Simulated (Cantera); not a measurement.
Input: 1 mol PbO, 0.075 mol H2, 0.14 mol N2, at 2.00 bar.

These are equilibrium values from Cantera (NASA tables, ideal gas, pure condensed phases), not measurements of a reactor. Candidate condensed phases: H2O, Pb, PbO, PbO2, Pb3O4; 27 gas species. Each liquid is taken as pure. Mutual solubility and eutectic melting of coexisting phases are not modelled. Rates play no part.

**Question.** At 900 °C, list the 5 most abundant gas species with their mole fractions, and the condensed phases.

**Answer.** N2 0.651, H2O 0.349, Pb 0.000211, H2 9.26e-5, PbO 1.93e-5. Condensed: Pb(l) + PbO(l).
